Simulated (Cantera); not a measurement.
Equilibrium for nitride etching: BN + O2 + H2

Charge: 1 mol BN, 2 mol O2, 18 mol H2, equilibrated at 1.30 mbar.

These are equilibrium values from Cantera (NASA tables, ideal gas, pure condensed phases), not measurements of a reactor. Candidate condensed phases: B, BN, B2O3, B3O3H3, H2O; 39 gas species. Gases not in the tables: H3BO3. The numbers say what is thermodynamically allowed, not how fast it happens.

From 1075 K to 1275 K the condensed part is B2O3(l). From 1375 K to 2075 K nothing is condensed.

```csv
T (K),x H2,x H2O,x H,x HBO2,x N2,x BO,x HBO,x B2O3,n B2O3(l)
1075,0.837,0.134,3.72e-7,0.00114,0.0270,2.48e-12,9.63e-8,7.20e-8,0.488
1175,0.835,0.132,3.11e-6,0.00582,0.0269,2.61e-10,1.52e-6,3.07e-6,0.445
1275,0.829,0.123,1.86e-5,0.0220,0.0267,1.33e-8,1.56e-5,7.07e-5,0.292
1375,0.816,0.106,8.58e-5,0.0513,0.0263,3.08e-7,9.23e-5,0.000630,0
1475,0.815,0.106,0.000325,0.0508,0.0263,1.96e-6,0.000182,0.000834,0
1575,0.815,0.107,0.00104,0.0501,0.0263,9.76e-6,0.000326,0.00106,0
1675,0.813,0.107,0.00290,0.0494,0.0263,3.98e-5,0.000541,0.00129,0
1775,0.808,0.107,0.00722,0.0484,0.0262,0.000137,0.000839,0.00153,0
1875,0.799,0.108,0.0163,0.0470,0.0261,0.000408,0.00122,0.00174,0
1975,0.783,0.108,0.0336,0.0450,0.0258,0.00106,0.00166,0.00189,0
2075,0.753,0.107,0.0641,0.0419,0.0254,0.00243,0.00211,0.00192,0
```
x: gas mole fraction; n: condensed amount in mol.
